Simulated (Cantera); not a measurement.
A freely propagating, adiabatic, planar premixed flame of 52.6 % H2, 10.5 % O2, 36.8 % N2, equivalence ratio 2.5, unburnt at 698 K and 13300 Pa; mixture-averaged transport, grid criteria slope 0.08 and curve 0.16, no radiation.

Computed with Cantera and the H2/O2 subset of GRI-Mech 3.0, which has no nitrogen chemistry. Burning velocities carry a grid error of a few per cent, more on coarse grids.

Problem. Predict: laminar burning velocity; thermal thickness; peak x(OH); peak x(H2O2); peak x(HO2); peak x(O).

Solution. 
- laminar burning velocity: 922 cm/s
- thermal thickness: 6.82 mm
- peak x(OH): 0.00370
- peak x(H2O2): 1.58e-7
- peak x(HO2): 2.68e-5
- peak x(O): 0.00397
